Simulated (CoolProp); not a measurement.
Properties of R407C along the isotherm 426.4 K.

The numbers come from the reference Helmholtz-energy equation of state, Lemmon 2003 in CoolProp. It is a pseudo-pure fit of the blend.

```tsv
p (MPa)	phase	density (kg/m³)	Joule-Thomson coefficient (K/MPa)	isothermal compressibility (1/MPa)	expansivity (1/kK)	Prandtl number
0.0366	gas	0.8913	6.423	27.36	2.359	0.788
0.0694	gas	1.692	6.427	14.45	2.371	0.788
0.132	gas	3.228	6.433	7.618	2.395	0.788
0.249	gas	6.119	?	4.059	2.441	0.789
0.473	gas	11.74	6.467	2.158	2.530	0.790
0.897	gas	22.68	?	1.160	?	0.796
1.7	gas	44.63	6.582	?	3.099	0.814
3.22	gas	91.37	6.690	0.3649	?	0.881
6.11	supercritical	206.7	6.543	?	6.953	1.14
11.6	supercritical	?	3.427	0.1006	10.62	1.82
```

Question: What belongs in the gaps?

Answer: 
- 0.249, Joule-Thomson coefficient (K/MPa): 6.445
- 0.897, Joule-Thomson coefficient (K/MPa): 6.508
- 0.897, expansivity (1/kK): 2.711
- 1.7, isothermal compressibility (1/MPa): 0.6363
- 3.22, expansivity (1/kK): 4.040
- 6.11, isothermal compressibility (1/MPa): 0.2302
- 11.6, density (kg/m³): 520.6

Viscosity comes from a separate model (Geller 2000). Thermal conductivity comes from a separate model (Geller 2001).
